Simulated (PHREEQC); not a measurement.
Solution A (0.74 mol/kgw HCl and 0.031 mol/kgw MnSO4) is mixed with solution B (0.00051 mol/kgw Ag2SO4) at 25 °C; shares are by mass of water, 1 kg in all. The system is closed to oxygen. CO2 from the air is kept out. Only these solids could form: Pyrochroite, Cerargyrite, Ag2O, Ag2SO4.

Equilibrium calculation in PHREEQC: ion-association model, wateq4f.dat.

```json
[
 {"share of solution B": "0", "pH": "0.27", "Cerargyrite (mol)": "0", "Ag in solution (mol/kgw)": "0", "Ag+ (mol/kgw)": "0", "HSO4- (mol/kgw)": "0.0287", "Mn+2 (mol/kgw)": "0.0182", "MnCl+ (mol/kgw)": "0.0111"},
 {"share of solution B": "0.1", "pH": "0.32", "Cerargyrite (mol)": "1.45e-5", "Ag in solution (mol/kgw)": "8.75e-5", "Ag+ (mol/kgw)": "5.85e-10", "HSO4- (mol/kgw)": "[?]", "Mn+2 (mol/kgw)": "0.0169", "MnCl+ (mol/kgw)": "0.00960"},
 {"share of solution B": "0.15", "pH": "0.34", "Cerargyrite (mol)": "7.27e-5", "Ag in solution (mol/kgw)": "8.03e-5", "Ag+ (mol/kgw)": "6.18e-10", "HSO4- (mol/kgw)": "[?]", "Mn+2 (mol/kgw)": "0.0163", "MnCl+ (mol/kgw)": "0.00886"},
 {"share of solution B": "0.25", "pH": "0.39", "Cerargyrite (mol)": "0.000189", "Ag in solution (mol/kgw)": "6.56e-5", "Ag+ (mol/kgw)": "6.98e-10", "HSO4- (mol/kgw)": "0.0213", "Mn+2 (mol/kgw)": "[?]", "MnCl+ (mol/kgw)": "0.00742"},
 {"share of solution B": "0.3", "pH": "0.42", "Cerargyrite (mol)": "0.000248", "Ag in solution (mol/kgw)": "5.83e-5", "Ag+ (mol/kgw)": "7.44e-10", "HSO4- (mol/kgw)": "0.0199", "Mn+2 (mol/kgw)": "0.0141", "MnCl+ (mol/kgw)": "0.00672"},
 {"share of solution B": "0.4", "pH": "0.49", "Cerargyrite (mol)": "0.000364", "Ag in solution (mol/kgw)": "4.44e-5", "Ag+ (mol/kgw)": "8.58e-10", "HSO4- (mol/kgw)": "0.0169", "Mn+2 (mol/kgw)": "[?]", "MnCl+ (mol/kgw)": "0.00538"},
 {"share of solution B": "0.45", "pH": "0.52", "Cerargyrite (mol)": "0.000421", "Ag in solution (mol/kgw)": "3.79e-5", "Ag+ (mol/kgw)": "[?]", "HSO4- (mol/kgw)": "0.0155", "Mn+2 (mol/kgw)": "0.0118", "MnCl+ (mol/kgw)": "0.00474"},
 {"share of solution B": "0.55", "pH": "0.60", "Cerargyrite (mol)": "0.000535", "Ag in solution (mol/kgw)": "2.63e-5", "Ag+ (mol/kgw)": "1.11e-9", "HSO4- (mol/kgw)": "0.0125", "Mn+2 (mol/kgw)": "0.0100", "MnCl+ (mol/kgw)": "0.00352"},
 {"share of solution B": "0.6", "pH": "0.65", "Cerargyrite (mol)": "0.000591", "Ag in solution (mol/kgw)": "2.13e-5", "Ag+ (mol/kgw)": "1.23e-9", "HSO4- (mol/kgw)": "0.0111", "Mn+2 (mol/kgw)": "0.00911", "MnCl+ (mol/kgw)": "0.00295"},
 {"share of solution B": "0.7", "pH": "0.77", "Cerargyrite (mol)": "0.000701", "Ag in solution (mol/kgw)": "1.30e-5", "Ag+ (mol/kgw)": "1.57e-9", "HSO4- (mol/kgw)": "[?]", "Mn+2 (mol/kgw)": "0.00716", "MnCl+ (mol/kgw)": "0.00191"},
 {"share of solution B": "0.75", "pH": "0.85", "Cerargyrite (mol)": "0.000755", "Ag in solution (mol/kgw)": "[?]", "Ag+ (mol/kgw)": "1.83e-9", "HSO4- (mol/kgw)": "0.00679", "Mn+2 (mol/kgw)": "0.00613", "MnCl+ (mol/kgw)": "0.00144"},
 {"share of solution B": "0.85", "pH": "1.06", "Cerargyrite (mol)": "0.000862", "Ag in solution (mol/kgw)": "4.85e-6", "Ag+ (mol/kgw)": "2.81e-9", "HSO4- (mol/kgw)": "0.00397", "Mn+2 (mol/kgw)": "0.00390", "MnCl+ (mol/kgw)": "0.000642"},
 {"share of solution B": "0.9", "pH": "1.23", "Cerargyrite (mol)": "0.000915", "Ag in solution (mol/kgw)": "3.06e-6", "Ag+ (mol/kgw)": "[?]", "HSO4- (mol/kgw)": "0.00260", "Mn+2 (mol/kgw)": "0.00269", "MnCl+ (mol/kgw)": "0.000332"},
 {"share of solution B": "1", "pH": "6.99", "Cerargyrite (mol)": "0", "Ag in solution (mol/kgw)": "0.00102", "Ag+ (mol/kgw)": "0.00101", "HSO4- (mol/kgw)": "4.40e-9", "Mn+2 (mol/kgw)": "0", "MnCl+ (mol/kgw)": "0"}
]
```

Task: Complete the blanks.

Result: 
- 0.1, HSO4- (mol/kgw): 0.0258
- 0.15, HSO4- (mol/kgw): 0.0243
- 0.25, Mn+2 (mol/kgw): 0.0149
- 0.4, Mn+2 (mol/kgw): 0.0126
- 0.45, Ag+ (mol/kgw): 9.28e-10
- 0.7, HSO4- (mol/kgw): 0.00822
- 0.75, Ag in solution (mol/kgw): 9.73e-6
- 0.9, Ag+ (mol/kgw): 3.95e-9

The ionic strength reaches 0.78 mol/kgw; past about 0.7 this activity model is rough. Complexes and solids missing from the database can't appear.
